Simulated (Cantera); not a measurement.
Input (Python, Cantera) and output of one run.

```python
import numpy as np
import cantera as ct

gas_names = """
    H HO2 H2 H2O H2O2 H2S H2SO4 O OH O2 O3 S SH SO SO2 SO3 S2 S2O S8
""".split()
cond_names = """
    H2O(s) H2O(L) H2SO4(L) S(cr1) S(cr2) S(L)
""".split()


# ... load() reads the species with a 1 bar reference pressure and builds the phases ...
atoms = {
    'SO2': {'S': 1, 'O': 2},
    'H2': {'H': 2},
    'O2': {'O': 2},
}
top_T = {}  # K; cautious upper limits of use, not melting points


# ... equilibrate(T, P, feed) seeds the gas with the atoms and calls Mixture.equilibrate('TP', solver="vcs", rtol=1e-11, max_steps=5000) ...
results = []
feed = {'SO2': 1, 'H2': 0.68, 'O2': 0.051}  # mol
T = 848  # K
P = 18  # Pa
mix = equilibrate(T, P, feed)
results.append((T, P, feed, dict(zip(mix.species_names, mix.species_moles))))
x = sorted(zip(gas.X, gas.species_names), reverse=True)
print(f"T = {T:g} K  P = {P:g} Pa  gas = {mix.phase_moles(0):.4g} mol")
print("   x: " + "  ".join(f"{s} {v:.3e}" for v, s in x if v > 1e-06))
print("   condensed (mol): " + ("  ".join(f"{mix.phase(i).name} {mix.phase_moles(i):.4g}"
      for i in range(1, mix.n_phases) if mix.phase_moles(i) > 1e-12) or "none"))
```

Output:

```
T = 848 K  P = 18 Pa  gas = 1.533 mol
   x: SO2 4.684e-01  H2O 4.335e-01  S2 8.718e-02  H2S 7.922e-03  H2 2.134e-03  S2O 8.061e-04  SO 1.537e-05  SH 2.234e-06
   condensed (mol): none
```

Method: chemical equilibrium by Gibbs-energy minimisation in Cantera with the NASA 1993 tables (ideal gas, pure condensed phases). Gases not in the tables: S3 to S7.
